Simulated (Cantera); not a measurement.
Charge: 1 mol Si, 1.6 mol Cl2, 6.7 mol H2, held at 1002 °C and 2.70 bar.

Cantera equilibrium calculation (NASA polynomials, part measured and part estimated; ideal gas, pure solids and liquids). Candidate condensed phases: Si; 19 gas species. The tables' values for SiCl3 are old estimates; treat these amounts as uncertain. The numbers say what is thermodynamically allowed, not how fast it happens.

Base state: H2 0.842, SiCl4 0.0539, HCl 0.0458, SiHCl3 0.0401, SiCl3 0.00731, SiCl2 0.00645, SiH2Cl2 0.00413, SiH3Cl 0.000119 (mole fractions); condensed: Si(s).

What changes in the equilibrium state with this change: temperature from 1002 °C to 527 °C?


```csv
species,before,after
H2,0.842,0.875
SiCl4,0.0539,0.0651
SiHCl3,0.0401,0.0547
HCl,0.0458,0.000941
SiCl2,0.00645,1.04e-6
SiCl3,0.00731,2.47e-5
SiH3Cl,0.000119,5.82e-5
"Si(s), mol",0.156,0.0865
```
